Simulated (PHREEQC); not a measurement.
A solution holds 0.0013 mol HCl and 0.097 mol Al2(SO4)3 per kg of water, at 25 °C. Closed to the air; pH follows from the charge balance.

The numbers come from PHREEQC with the ion-association model, phreeqc.dat.

Each row changes one thing in this solution. No solid was allowed to form.

```csv
case,pH,ionic strength (mol/kgw),AlSO4+ (mol/kgw),SO4-2 (mol/kgw),Al(SO4)2- (mol/kgw),Al+3 (mol/kgw),SI of Gibbsite (Al(OH)3)
as made,3.35,0.277,0.121,0.0565,0.0561,0.0163,-0.80
0.002 mol/kgw HBr added,2.98,0.279,(withheld),0.0560,(withheld),(withheld),-1.90
0.01 mol/kgw PbCl2 added,3.33,0.297,(withheld),0.0538,0.0526,0.0183,-0.83
diluted 5-fold with water,3.73,(withheld),0.0276,0.0177,0.00635,0.00471,+0.06
HCl from 0.0013 to 0.00013 mol/kgw,3.78,0.276,0.121,0.0569,0.0564,0.0162,+0.49
temperature from 25 to 80 °C,3.27,0.258,0.121,0.0517,0.0571,0.0128,+1.39
```

Fill in the missing entries.


- 0.002 mol/kgw HBr added, AlSO4+ (mol/kgw): 0.122
- 0.002 mol/kgw HBr added, Al(SO4)2- (mol/kgw): 0.0556
- 0.002 mol/kgw HBr added, Al+3 (mol/kgw): 0.0166
- 0.01 mol/kgw PbCl2 added, AlSO4+ (mol/kgw): 0.123
- diluted 5-fold with water, ionic strength (mol/kgw): 0.0742

Some of these states are supersaturated (in Anglesite, Gibbsite (slow to form), for instance). Away from 25 °C the constants follow the database's enthalpies or fits; those with neither stay at their 25 °C values.
